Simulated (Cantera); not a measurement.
Feed: 1 mol SiCl₄, 0.072 mol O₂, 37 mol H₂, held at 638 Torr.

Cantera equilibrium calculation (NASA polynomials, part measured and part estimated; ideal gas, pure solids and liquids). Candidate condensed phases: H₂O, Si, SiO₂; 30 gas species. Mutual solubility and eutectic melting of coexisting phases are not modelled. The tables' values for SiCl₃ are old estimates; treat these amounts as uncertain. The tables hold silica as quartz up to 1696 K and as liquid above; real silica turns to tridymite and cristobalite and melts near 1996 K. Kinetics and transport are ignored.

x: gas mole fraction; n: condensed amount in mol.

```
T (K)   x H₂    x HCl  x SiCl₄  x SiHCl₃   x SiCl₂  n SiO₂(α-quartz)  n SiO₂(β-quartz)  n Si(s)
-----  -----  -------  -------  --------  --------  ----------------  ----------------  -------
723    0.967  0.00838   0.0236  0.000813  1.31e-10            0.0720                 0        0
773    0.967  0.00911   0.0228   0.00153   2.79e-9            0.0720                 0        0
823    0.965   0.0101   0.0218   0.00251   3.74e-8            0.0720                 0        0
873    0.964   0.0114   0.0206   0.00372   3.44e-7                 0            0.0720        0
923    0.963   0.0129   0.0191   0.00507   2.34e-6                 0            0.0720        0
973    0.961   0.0147   0.0176   0.00647   1.24e-5                 0            0.0720        0
1023   0.959   0.0165   0.0159   0.00780   5.35e-5                 0            0.0720        0
1073   0.957   0.0186   0.0142   0.00892  0.000192                 0            0.0720        0
1123   0.955        …        …   0.00966         …                 0            0.0720        0
1173   0.951        …        …   0.00967         …                 0            0.0720        …
1223   0.946   0.0313  0.00898   0.00839   0.00251                 0            0.0720   0.0616
```

Task: Complete the blanks.

Result: 
- 1173, x HCl: 0.0244
- 1173, x SiCl₄: 0.0106
- 1173, x SiCl₂: 0.00142
- 1173, n Si(s): 0.00706
- 1123, x HCl: 0.0210
- 1123, x SiCl₄: 0.0124
- 1123, x SiCl₂: 0.000579
